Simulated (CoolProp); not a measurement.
Sulfur dioxide at several states: Z from the reference equation and from simpler models built on Tc = 430.6 K, pc = 7887 kPa, ω = 0.256; each cubic takes its own stable root.

Values from CoolProp's reference Helmholtz-energy equation of state, Gao 2016.

```tsv
T (K)	p (kPa)	phase	reference
395.6	360	gas	0.9784
203.3	28.5	liquid	0.0006693
314.9	310	gas	0.9568
456	300	gas	0.9891
```

Problem. How far does each simpler model (van der Waals, Soave-Redlich-Kwong) lie from the reference over these 4 states: mean and median of the absolute difference, and the worst?

Solution. 
- van der Waals: mean 37107.7 %, median 1.2 %, worst +148428.3 % at 203.3 K and 28.5 kPa
- Soave-Redlich-Kwong: mean 3.6 %, median 0.4 %, worst +13.5 % at 203.3 K and 28.5 kPa

At some of these states van der Waals gives the other phase, because its saturation line lies elsewhere.
